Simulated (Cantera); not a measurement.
Input: 1 mol TEOS, 29 mol O2, 4.3 mol H2, at 1627 °C and 93000 Pa.

Equilibrium computed with Cantera from the NASA thermochemical tables; the gas is ideal and each condensed phase is pure. Candidate condensed phases: C, C6H6, C7H8, C8H18, H2O, Si, SiC, SiO2; 123 gas species. The feed counts by its element totals alone. The tables hold silica as quartz up to 1696 K and as liquid above; real silica turns to tridymite and cristobalite and melts near 1996 K. Gases not in the tables: Si(OH)4. The numbers say what is thermodynamically allowed, not how fast it happens.

Base state: O2 0.399, H2O 0.383, CO2 0.215, OH 0.00286, O 0.000195, CO 0.000194, H2 8.19e-5 (mole fractions); condensed: SiO2(condensed).

Question: What changes in the equilibrium state with this change: temperature from 1627 °C to 377 °C?

Answer: 
```tsv
species	before	after
O2	0.399	0.400
H2O	0.383	0.385
CO2	0.215	0.215
OH	0.00286	<1e-9
O	0.000195	<1e-9
CO	0.000194	<1e-9
H2	8.19e-5	<1e-9
SiO2(condensed), mol	1.000	0
SiO2(α-quartz), mol	0	1.00
```
